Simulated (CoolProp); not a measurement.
Vapour-liquid equilibrium of ethylene (1) + ethane (2) at -120.75 °C; x and y are mole fractions of (1).

Computed with CoolProp (multi-fluid Helmholtz-energy mixture model, Smukala 2000 and Bücker 2006; pair parameters Bell 2016).

| x | bubble pressure (MPa) | y at the bubble point | dew pressure at overall composition x (MPa) | liquid density (mol/L) |
|---|---|---|---|---|
| 0.05 | 0.01323 | [?] | 0.01224 | 19.44 |
| 0.2 | 0.01692 | 0.432 | 0.01376 | 19.68 |
| 0.35 | 0.02006 | 0.602 | 0.01567 | 19.92 |
| 0.5 | 0.02300 | [?] | [?] | 20.18 |
| 0.65 | 0.02589 | 0.825 | 0.02114 | 20.44 |
| 0.8 | 0.02884 | 0.909 | [?] | 20.71 |
| 0.95 | 0.03185 | 0.980 | 0.03050 | 20.99 |

Question: Some entries are withheld; supply them.

Answer: 
- 0.05, y at the bubble point: 0.151
- 0.5, y at the bubble point: 0.725
- 0.5, dew pressure at overall composition x (MPa): 0.01807
- 0.8, dew pressure at overall composition x (MPa): 0.02510

No azeotrope shows between x = 0.05 and 0.95.

The pair parameters rest on a limited set of measurements; away from them the model extrapolates.
